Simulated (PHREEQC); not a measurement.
Consider water at 25 °C with 0.0012 mol HF, 0.021 mol CsF and 5.1e-05 mol HCl per kg of water. Closed to the air; pH follows from the charge balance.

The numbers come from PHREEQC with the ion-association model, wateq4f.dat.

This is a speciation only: nothing precipitates in the calculation.

### Question
What pH does the model give?

### Answer
pH 4.39.

### Question
In which forms is F present?

### Answer
F- 94 %, HF 5.0 %, HF2- 0.8 % of the F.

Complexes and solids missing from the database can't appear.
